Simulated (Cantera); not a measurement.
An adiabatic, constant-volume homogeneous reactor starts with H2 : O2 : N2 : H2O = 1 : 0.25 : 2.45 : 0.1 (molar parts), at 1748 K and 1.00 bar.

Computed with Cantera and GRI-Mech 3.0 (53 species, 325 reactions).

Question: Predict: time of steepest temperature rise; temperature at 0.900 s; equilibrium temperature; x(H2) at 0.900 s; x(O2) at 0.900 s; x(H2O) at 0.900 s; x(OH) at 0.900 s; x(HO2) at 0.900 s; x(N2O) at 0.900 s; x(NO) at 0.900 s.

Answer: 
```
Property                                                              Result
---------------------------------  -----------------------------------------
time of steepest temperature rise                                    12.2 µs
temperature at 0.900 s                                                2686 K
equilibrium temperature                                               2686 K
x(H2) at 0.900 s                         0.135 (gas-phase equilibrium 0.135)
x(O2) at 0.900 s                   0.000186 (gas-phase equilibrium 0.000186)
x(H2O) at 0.900 s                        0.160 (gas-phase equilibrium 0.160)
x(OH) at 0.900 s                     0.00496 (gas-phase equilibrium 0.00496)
x(HO2) at 0.900 s                    1.60e-7 (gas-phase equilibrium 1.60e-7)
x(N2O) at 0.900 s                    5.42e-8 (gas-phase equilibrium 5.42e-8)
x(NO) at 0.900 s                   0.000867 (gas-phase equilibrium 0.000867)
```
